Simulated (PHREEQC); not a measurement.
Synthetic water in mg/kgw, 25 °C, pH 4.13, pe 9:

| constituent | mg/kgw |
|---|---|
| Na | 120 |
| K | 18.8 |
| Ca | 109 |
| Mg | 13 |
| Cl | 102 |
| S(6) as SO4 | 454 |
| Al | 0.0912 |
| Zn | 11.2 |
| Cu(2) | 0.672 |
| Mn(2) | 1.01 |
| Cd | 0.194 |

Valence states are taken as typed.

Equilibrium calculation in PHREEQC: ion-association model, phreeqc.dat.

Precipitation was switched off in this run.

Q: Predict the ionic strength.

A: ionic strength 0.0176 mol/kgw.

Q: In which forms is Na present?

A: Na+ 99 %, NaSO4- 1.2 % of the Na.
